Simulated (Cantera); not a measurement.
A Cantera script and its output.

```python
import numpy as np
import cantera as ct

gas = ct.Solution("h2o2.yaml")
gas.TPX = 700, 101325, {'H2': 1, 'O2': 0.625, 'N2': 2.35}
flame = ct.FreeFlame(gas, width=0.04)
flame.set_refine_criteria(ratio=3, slope=0.08, curve=0.16)
flame.transport_model = "mixture-averaged"
flame.solve(loglevel=0, auto=True)
z, T = flame.grid, flame.T
thick = (T[-1] - T[0]) / np.gradient(T, z).max()
show = ['H2', 'O2', 'OH', 'H2O2', 'O', 'HO2']
print(f"laminar burning velocity  {flame.velocity[0] * 100:.3f} cm/s")
print(f"burnt temperature         {T[-1]:.1f} K")
print(f"thermal thickness         {thick * 1e3:.4f} mm")
print(f"grid points               {len(z)}")
z0 = z[flame.heat_release_rate.argmax()]
print(f"{'z/mm':>9s}{'T/K':>9s}{'u/(m/s)':>9s}" + "".join(f"{s:>11s}" for s in show))
rows = []
for k in (-3, -2, -1.5, -1, -0.5, -0.25, 0, 0.25, 0.5, 1, 2, 4, 8):
    zz = z0 + k * thick
    rows.append([k * thick, np.interp(zz, z, T), np.interp(zz, z, flame.velocity),
                 *(np.interp(zz, z, flame.X[gas.species_index(s)]) for s in show)])
    print(f"{rows[-1][0] * 1e3:9.3f}{rows[-1][1]:9.1f}{rows[-1][2]:9.3f}" + "".join(f"{x:11.3e}" for x in rows[-1][3:]))
```

It prints:

```
laminar burning velocity  862.394 cm/s
burnt temperature         2423.6 K
thermal thickness         0.4846 mm
grid points               136
     z/mm      T/K  u/(m/s)         H2         O2         OH       H2O2          O        HO2
   -1.454    700.0    8.624  2.516e-01  1.572e-01  4.892e-17  2.100e-13  5.978e-16  1.267e-11
   -0.969    700.0    8.624  2.516e-01  1.572e-01  4.151e-14  2.583e-13  4.651e-13  2.254e-10
   -0.727    700.0    8.624  2.516e-01  1.572e-01  5.629e-12  4.353e-12  5.717e-11  1.502e-08
   -0.485    700.0    8.624  2.515e-01  1.572e-01  1.468e-09  9.286e-10  9.230e-09  1.358e-06
   -0.242    712.9    8.751  2.480e-01  1.573e-01  5.280e-05  2.231e-06  1.326e-05  2.016e-04
   -0.121    870.6   10.484  2.185e-01  1.532e-01  7.286e-04  7.934e-06  4.760e-04  1.752e-04
    0.000   1268.9   14.796  1.177e-01  1.134e-01  4.653e-03  6.079e-06  7.003e-03  8.940e-05
    0.121   1568.4   18.046  4.468e-02  6.348e-02  1.170e-02  3.200e-06  1.529e-02  4.394e-05
    0.242   1716.3   19.598  3.230e-02  5.147e-02  1.514e-02  1.803e-06  1.627e-02  3.028e-05
    0.485   1874.4   21.187  2.909e-02  4.694e-02  1.774e-02  9.579e-07  1.412e-02  2.166e-05
    0.969   2034.5   22.736  2.510e-02  4.346e-02  1.913e-02  5.493e-07  1.089e-02  1.469e-05
    1.938   2181.5   24.112  1.948e-02  4.039e-02  1.881e-02  3.644e-07  7.533e-03  9.446e-06
    3.876   2302.4   25.211  1.333e-02  3.802e-02  1.680e-02  2.840e-07  4.662e-03  6.344e-06
```

Cantera simulation using the H2/O2 subset of GRI-Mech 3.0, which has no nitrogen chemistry; the numbers are that mechanism's predictions, not measurements. Burning velocities carry a grid error of a few per cent, more on coarse grids.
